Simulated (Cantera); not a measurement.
Charge: 1 mol Cu2O, 0.97 mol CH4, 0.26 mol CO, held at 7.50 Torr.

These are equilibrium values from Cantera (NASA tables, ideal gas, pure condensed phases), not measurements of a reactor. Candidate condensed phases: C, C6H6, C7H8, C8H18, Cu, CuO, Cu(OH)2, Cu2O, H2O; 113 gas species. The numbers say what is thermodynamically allowed, not how fast it happens.

Question: Which condensed phases are stable at each of these points (T (°C)): 877, 952, 1027, 1102, 1177, 1252, 1327, 1402, 1477, 1552, 1627, 1702?

Answer: 
```csv
T (°C),condensed phases,Cu condensed (%)
877,Cu(s),100.0
952,Cu(s),100.0
1027,Cu(s),100.0
1102,Cu(l),100.0
1177,Cu(l),99.9
1252,Cu(l),99.8
1327,Cu(l),99.4
1402,Cu(l),98.2
1477,Cu(l),95.1
1552,Cu(l),87.6
1627,Cu(l),69.2
1702,Cu(l),16.9
```

From 877 °C to 1027 °C the condensed part is Cu(s). From 1102 °C to 1702 °C the condensed part is Cu(l).
